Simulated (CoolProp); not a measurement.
A simple Rankine cycle with propyne: condensing at 327.15 K, boiler at 3.07 MPa, turbine inlet 370.7 K, turbine efficiency 0.9, pump efficiency 0.8, no recuperator. Each further row changes one setting.

Values from CoolProp's reference Helmholtz-energy equation of state, Polt 1992. This equation is an older, rougher fit; its heat capacities, sound speeds and derivatives of the liquid may be far off and weren't checked against measurements.

| case | thermal efficiency (%) | net work (kJ/kg) | heat in (kJ/kg) | turbine exit temperature (K) | volume ratio over the turbine |
|---|---|---|---|---|---|
| as stated | 8.6 | 37.7 | 437 | 327.1 | 2.56 |
| turbine inlet 390.7 K | ___ | 44.7 | 495 | 342.3 | ___ |
| condensing temperature 319.15 K | 10.2 | 46.6 | 457 | 319.1 | ___ |
| boiler pressure 2.15 MPa | 5.7 | 27.5 | 479 | ___ | 1.70 |
| turbine efficiency 0.8 | 7.6 | 33.1 | 437 | 327.1 | ___ |

Question: Complete the blanks.

Answer: 
- turbine inlet 390.7 K, thermal efficiency (%): 9.0
- turbine inlet 390.7 K, volume ratio over the turbine: 2.44
- condensing temperature 319.15 K, volume ratio over the turbine: 3.11
- boiler pressure 2.15 MPa, turbine exit temperature (K): 342.7
- turbine efficiency 0.8, volume ratio over the turbine: 2.59

The expansion ends wet for: as stated; condensing temperature 319.15 K; turbine efficiency 0.8.
